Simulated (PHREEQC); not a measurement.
Make-up at 25 °C: 0.75 mol/kgw HF, 0.0078 mol/kgw KOH and 0.00088 mol/kgw NaCl. Closed to the air; pH follows from the charge balance.

Equilibrium calculation in PHREEQC: ion-association model, wateq4f.dat.

This is a speciation only: nothing precipitates in the calculation.

Order these F species by the share of F that they hold, largest first: HF, F-, HF2-, H2F2.

H2F2 (57 %), HF (38 %), HF2- (3.8 %), F- (1.7 %)

The pH is 1.76 and the ionic strength 0.0283 mol/kgw. Complexes and solids missing from the database can't appear. wateq4f.dat counts part of the HF as a dimer, H2F2, which phreeqc.dat doesn't know; its constant is uncertain.
